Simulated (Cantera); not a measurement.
Feed: 1 mol Cr₂O₃, 24 mol H₂, at 6150 Torr.

Equilibrium computed with Cantera from the NASA thermochemical tables; the gas is ideal and each condensed phase is pure. Candidate condensed phases: Cr, Cr₂O₃, H₂O; 13 gas species. Mutual solubility and eutectic melting of coexisting phases are not modelled. The numbers say what is thermodynamically allowed, not how fast it happens.

### Question
Which condensed phases are stable at each of these points (T (K)): 2023, 2048, 2073, 2098, 2123, 2148, 2173, 2198, 2223, 2248, 2273?

### Answer
```tsv
T (K)	condensed phases	Cr condensed (%)
2023	Cr(s) + Cr₂O₃(s)	99.8
2048	Cr(s) + Cr₂O₃(s)	99.7
2073	Cr(s) + Cr₂O₃(s)	99.6
2098	Cr(s) + Cr₂O₃(s)	99.5
2123	Cr(s) + Cr₂O₃(s)	99.4
2148	Cr(l) + Cr₂O₃(s)	99.2
2173	Cr(l) + Cr₂O₃(s)	99.0
2198	Cr(l) + Cr₂O₃(s)	98.8
2223	Cr(l) + Cr₂O₃(s)	98.5
2248	Cr(l) + Cr₂O₃(s)	98.1
2273	Cr(l) + Cr₂O₃(s)	97.7
```

From 2023 K to 2123 K the condensed part is Cr(s) + Cr₂O₃(s). From 2148 K to 2273 K the condensed part is Cr(l) + Cr₂O₃(s).
